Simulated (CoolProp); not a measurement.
Properties of R245ca along the isotherm 176.85 °C (Tc = 174.4 °C, pc = 39.41 bar, ω = 0.355).

Model: reference Helmholtz-energy equation of state, Zhou 2016, in CoolProp.

```csv
p (bar),phase,Joule-Thomson coefficient (K/MPa),isothermal compressibility (1/MPa)
0.316,gas,7.388,31.73
0.492,gas,7.402,20.41
0.767,gas,7.424,13.13
1.19,gas,7.458,8.493
1.86,gas,7.513,5.467
2.89,gas,7.601,3.553
4.51,gas,7.745,2.313
7.02,gas,7.988,1.525
10.9,gas,8.419,1.028
17,gas,9.270,0.7201
26.5,gas,11.29,0.5761
41.2,supercritical,12.57,4.642
64.2,supercritical,1.464,0.04210
100,supercritical,0.5779,0.01744
```
